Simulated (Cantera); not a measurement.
An isothermal, constant-pressure homogeneous reactor starts with CO : O₂ : H₂O : N₂ = 0.018 : 0.003 : 0.00012 : 1 (molar parts), equivalence ratio 3.0, at 1500 K and 270 Torr. Integrator tolerance rtol = 1e-08.

Detailed kinetics in Cantera: GRI-Mech 3.0 (53 species, 325 reactions).

### Question
What does this change do: 0.076 parts CH4 added?

### Answer
```
quantity                                             before                                    after
-----------------  ----------------------------------------  ---------------------------------------
x(CO) at 5.00 s       0.0117 (gas-phase equilibrium 0.0117)    0.0175 (gas-phase equilibrium 0.0205)
x(O₂) at 5.00 s    5.94e-9 (gas-phase equilibrium 1.73e-11)    <1e-12 (gas-phase equilibrium <1e-12)
x(H₂O) at 5.00 s    6.56e-5 (gas-phase equilibrium 6.68e-5)  0.00277 (gas-phase equilibrium 1.26e-8)
x(H) at 5.00 s      3.89e-6 (gas-phase equilibrium 2.11e-7)  6.58e-6 (gas-phase equilibrium 9.26e-6)
x(H₂O₂) at 5.00 s     <1e-12 (gas-phase equilibrium <1e-12)    <1e-12 (gas-phase equilibrium <1e-12)
x(HO₂) at 5.00 s      <1e-12 (gas-phase equilibrium <1e-12)    <1e-12 (gas-phase equilibrium <1e-12)
```
GRI-Mech 3.0 stops at C3 and has no aromatics, soot or wall deposition, so with more carbon than oxygen in the feed, carbon stays in small species such as C2H2 where larger ones or solid carbon would form.

### Question
What does this change do: CO 0.018 to 0.0025 parts?

### Answer
```
quantity                                             before                                      after
-----------------  ----------------------------------------  -----------------------------------------
x(CO) at 5.00 s       0.0117 (gas-phase equilibrium 0.0117)    3.33e-6 (gas-phase equilibrium 4.98e-7)
x(O₂) at 5.00 s    5.94e-9 (gas-phase equilibrium 1.73e-11)    0.00174 (gas-phase equilibrium 0.00168)
x(H₂O) at 5.00 s    6.56e-5 (gas-phase equilibrium 6.68e-5)  0.000118 (gas-phase equilibrium 0.000119)
x(H) at 5.00 s      3.89e-6 (gas-phase equilibrium 2.11e-7)    4.30e-8 (gas-phase equilibrium 2.83e-9)
x(H₂O₂) at 5.00 s     <1e-12 (gas-phase equilibrium <1e-12)    3.77e-12 (gas-phase equilibrium <1e-12)
x(HO₂) at 5.00 s      <1e-12 (gas-phase equilibrium <1e-12)   1.54e-9 (gas-phase equilibrium 1.39e-10)
```
